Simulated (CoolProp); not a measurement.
Properties of ammonia along the isobar 0.532 MPa.

Values from CoolProp's reference Helmholtz-energy equation of state, Gao 2020.

| T (K) | phase | density (kg/m³) | cp (kJ/(kg K)) | cv (kJ/(kg K)) | Joule-Thomson coefficient (K/MPa) | isothermal compressibility (1/MPa) |
|---|---|---|---|---|---|---|
| 325.3 | gas | 3.491 | 2.398 | 1.785 | 20.16 | 1.962 |
| 333.8 | gas | 3.388 | 2.374 | 1.777 | 18.51 | 1.953 |
| 342.3 | gas | 3.292 | 2.359 | 1.774 | 17.06 | 1.946 |
| 350.7 | gas | 3.204 | 2.349 | 1.775 | 15.79 | 1.940 |
| 359.2 | gas | 3.120 | 2.344 | 1.778 | 14.65 | 1.934 |
| 367.7 | gas | 3.040 | 2.342 | 1.784 | 13.62 | 1.929 |
| 376.2 | gas | 2.965 | 2.344 | 1.792 | 12.71 | 1.925 |
| 384.7 | gas | 2.894 | 2.348 | 1.802 | 11.88 | 1.921 |
| 393.2 | gas | 2.827 | 2.353 | 1.812 | 11.13 | 1.918 |
| 401.7 | gas | 2.763 | 2.361 | 1.824 | 10.45 | 1.915 |
| 410.2 | gas | 2.702 | 2.369 | 1.836 | 9.834 | 1.912 |
| 418.7 | gas | 2.644 | 2.379 | 1.849 | 9.266 | 1.910 |
| 427.2 | gas | 2.588 | 2.389 | 1.862 | 8.746 | 1.908 |
